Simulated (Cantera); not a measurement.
**Stirred combustor or abatement burner**

A perfectly stirred reactor is fed with CH4 : O2 : N2 = 1 : 1.67 : 15.7 (molar parts), equivalence ratio 1.2, at 250000 Pa; it is adiabatic with a 600 K inlet, and is followed from long to short residence time, starting on the burning branch (τ in s: 0.35, 0.15, 0.061, 0.025, 0.011, 0.0044, 0.0019, 0.00077, 0.00032, 0.00014, 5.6e-05).

Computed with Cantera and GRI-Mech 3.0 (53 species, 325 reactions).

```tsv
τ (s)	T (K)	x CH4	x O2	x HCN	x H2	x NO2	x C2H4	x CH2O
0.35	1568	0.00189	0.00101	1.01e-6	0.0110	1.49e-10	6.28e-5	5.92e-6
0.15	1560	0.00191	0.00161	1.09e-6	0.0109	2.53e-10	9.60e-5	9.41e-6
0.061	1545	0.00203	0.00267	1.09e-6	0.0109	4.43e-10	0.000147	1.60e-5
0.025	1517	0.00241	0.00475	8.02e-7	0.0107	6.97e-10	0.000229	3.03e-5
0.011	600	0.0544	0.0909	<1e-12	<1e-12	<1e-12	<1e-12	<1e-12
0.0044	600	0.0544	0.0909	<1e-12	<1e-12	<1e-12	<1e-12	<1e-12
0.0019	600	0.0544	0.0909	<1e-12	<1e-12	<1e-12	<1e-12	<1e-12
0.00077	600	0.0544	0.0909	<1e-12	<1e-12	<1e-12	<1e-12	<1e-12
0.00032	600	0.0544	0.0909	<1e-12	<1e-12	<1e-12	<1e-12	<1e-12
0.00014	600	0.0544	0.0909	<1e-12	<1e-12	<1e-12	<1e-12	<1e-12
5.6e-5	600	0.0544	0.0909	<1e-12	<1e-12	<1e-12	<1e-12	<1e-12
```
x: mole fraction; the columns are a selection and need not sum to one.
